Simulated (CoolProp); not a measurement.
Vapour-liquid equilibrium of isohexane (1) + ethanol (2) at 358.8 K; x and y are mole fractions of (1).

Computed with CoolProp (multi-fluid Helmholtz-energy mixture model, Lemmon 2006 and Schroeder 2014; pair parameters Bell 2016).

```
x     bubble pressure (MPa)  y at the bubble point  dew pressure at overall composition x (MPa)  liquid density (mol/L)
----  ---------------------  ---------------------  -------------------------------------------  ----------------------
0.05                 0.1838                  0.295                                       0.1404                   14.93
0.15                 0.2416                  0.495                                       0.1555                   13.35
0.25                 0.2658                  0.562                                       0.1741                   12.03
0.35                 0.2745                  0.588                                       0.1971                   10.92
0.45                 0.2774                  0.600                                       0.2262                   9.973
0.55                 0.2786                  0.609                                       0.2615                   9.173
0.65                 0.2788                  0.625                                       0.2769                   8.495
0.75                 0.2761                  0.657                                       0.2602                   7.921
0.85                 0.2655                  0.722                                       0.2405                   7.434
0.95                 0.2379                  0.864                                       0.2219                   7.019
```

y crosses x between x = 0.55 and 0.65: the model has an azeotrope there.

Pair parameters are fitted to limited data, so mixtures are less certain than the pure fluids. With so large a gap from Raoult's law the liquid may split in two, which this calculation doesn't test in full.
